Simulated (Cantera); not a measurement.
An adiabatic, constant-volume homogeneous reactor starts with H2 : O2 : N2 : H2O = 1 : 0.278 : 1.04 : 0.2 (molar parts), at 1325 K and 0.290 bar. Integrator tolerance rtol = 1e-08.

Cantera simulation using GRI-Mech 3.0 (53 species, 325 reactions); the numbers are that mechanism's predictions, not measurements.

Task: What does this change do: initial temperature 1325 to 1823 K?

Result: 
```json
[
 {"quantity": "time of steepest temperature rise", "before": "98.4 µs", "after": "20.7 µs"},
 {"quantity": "temperature at 6.00 s", "before": "2726 K", "after": "2825 K"},
 {"quantity": "equilibrium temperature", "before": "2726 K", "after": "2825 K"},
 {"quantity": "x(H2) at 6.00 s", "before": "0.188 (gas-phase equilibrium 0.188)", "after": "0.186 (gas-phase equilibrium 0.186)"},
 {"quantity": "x(O2) at 6.00 s", "before": "0.00128 (gas-phase equilibrium 0.00128)", "after": "0.00312 (gas-phase equilibrium 0.00312)"},
 {"quantity": "x(H2O) at 6.00 s", "before": "0.305 (gas-phase equilibrium 0.305)", "after": "0.279 (gas-phase equilibrium 0.279)"},
 {"quantity": "x(NO) at 6.00 s", "before": "0.00196 (gas-phase equilibrium 0.00196)", "after": "0.00347 (gas-phase equilibrium 0.00347)"},
 {"quantity": "x(H2O2) at 6.00 s", "before": "8.89e-8 (gas-phase equilibrium 8.89e-8)", "after": "1.33e-7 (gas-phase equilibrium 1.33e-7)"},
 {"quantity": "x(OH) at 6.00 s", "before": "0.0157 (gas-phase equilibrium 0.0157)", "after": "0.0257 (gas-phase equilibrium 0.0257)"},
 {"quantity": "x(N2O) at 6.00 s", "before": "6.10e-8 (gas-phase equilibrium 6.10e-8)", "after": "9.44e-8 (gas-phase equilibrium 9.44e-8)"}
]
```

Task: What does this change do: pressure from 0.290 bar to 5.00 bar?

Result: 
```tsv
quantity	before	after
time of steepest temperature rise	98.4 µs	8.51 µs
temperature at 6.00 s	2726 K	2938 K
equilibrium temperature	2726 K	2938 K
x(H2) at 6.00 s	0.188 (gas-phase equilibrium 0.188)	0.193 (gas-phase equilibrium 0.193)
x(O2) at 6.00 s	0.00128 (gas-phase equilibrium 0.00128)	0.000363 (gas-phase equilibrium 0.000363)
x(H2O) at 6.00 s	0.305 (gas-phase equilibrium 0.305)	0.320 (gas-phase equilibrium 0.320)
x(NO) at 6.00 s	0.00196 (gas-phase equilibrium 0.00196)	0.00140 (gas-phase equilibrium 0.00140)
x(H2O2) at 6.00 s	8.89e-8 (gas-phase equilibrium 8.89e-8)	3.04e-7 (gas-phase equilibrium 3.04e-7)
x(OH) at 6.00 s	0.0157 (gas-phase equilibrium 0.0157)	0.00951 (gas-phase equilibrium 0.00951)
x(N2O) at 6.00 s	6.10e-8 (gas-phase equilibrium 6.10e-8)	1.91e-7 (gas-phase equilibrium 1.91e-7)
```
The hydrogen kinetics of GRI-Mech 3.0 are dated; newer H2 mechanisms differ, most at raised pressure.

Task: What does this change do: O2 0.278 to 0.084 parts?

Result: 
| quantity | before | after |
|---|---|---|
| time of steepest temperature rise | 98.4 µs | 0.251 ms |
| temperature at 6.00 s | 2726 K | 1964 K |
| equilibrium temperature | 2726 K | 1964 K |
| x(H2) at 6.00 s | 0.188 (gas-phase equilibrium 0.188) | 0.371 (gas-phase equilibrium 0.371) |
| x(O2) at 6.00 s | 0.00128 (gas-phase equilibrium 0.00128) | 2.29e-8 (gas-phase equilibrium 2.29e-8) |
| x(H2O) at 6.00 s | 0.305 (gas-phase equilibrium 0.305) | 0.164 (gas-phase equilibrium 0.164) |
| x(NO) at 6.00 s | 0.00196 (gas-phase equilibrium 0.00196) | 1.21e-6 (gas-phase equilibrium 1.76e-6) |
| x(H2O2) at 6.00 s | 8.89e-8 (gas-phase equilibrium 8.89e-8) | 2.63e-11 (gas-phase equilibrium 2.63e-11) |
| x(OH) at 6.00 s | 0.0157 (gas-phase equilibrium 0.0157) | 4.98e-5 (gas-phase equilibrium 4.98e-5) |
| x(N2O) at 6.00 s | 6.10e-8 (gas-phase equilibrium 6.10e-8) | 4.58e-11 (gas-phase equilibrium 4.91e-11) |
